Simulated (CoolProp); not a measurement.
Sulfur hexafluoride along the isotherm 65.45 °C: fugacity coefficient from the reference equation and from simpler models built on Tc = 45.6 °C, pc = 3.755 MPa, ω = 0.210; each cubic takes its own stable root.

Computed with CoolProp (reference Helmholtz-energy equation of state, Guder 2009).

```json
[
 {"p (MPa)": "0.782", "phase": "gas", "reference": "0.9436"},
 {"p (MPa)": "1.56", "phase": "gas", "reference": "0.8886"},
 {"p (MPa)": "2.35", "phase": "gas", "reference": "0.8336"},
 {"p (MPa)": "3.13", "phase": "gas", "reference": "0.7798"},
 {"p (MPa)": "3.91", "phase": "supercritical", "reference": "0.7261"},
 {"p (MPa)": "4.69", "phase": "supercritical", "reference": "0.6715"},
 {"p (MPa)": "5.48", "phase": "supercritical", "reference": "0.6154"},
 {"p (MPa)": "6.26", "phase": "supercritical", "reference": "0.5647"},
 {"p (MPa)": "7.04", "phase": "supercritical", "reference": "0.5229"},
 {"p (MPa)": "7.82", "phase": "supercritical", "reference": "0.4887"},
 {"p (MPa)": "8.61", "phase": "supercritical", "reference": "0.4601"},
 {"p (MPa)": "9.39", "phase": "supercritical", "reference": "0.4366"}
]
```

**Question.** How far does each simpler model (van der Waals, Redlich-Kwong, Soave-Redlich-Kwong, Peng-Robinson) lie from the reference over these 12 states: mean and median of the absolute difference, and the worst?

**Answer.** 
- van der Waals: mean 1.3 %, median 1.0 %, worst +4.0 % at 65.45 °C and 9.39 MPa
- Redlich-Kwong: mean 1.0 %, median 1.0 %, worst -1.9 % at 65.45 °C and 5.48 MPa
- Soave-Redlich-Kwong: mean 1.0 %, median 0.3 %, worst +3.0 % at 65.45 °C and 9.39 MPa
- Peng-Robinson: mean 3.0 %, median 3.3 %, worst -3.9 % at 65.45 °C and 5.48 MPa
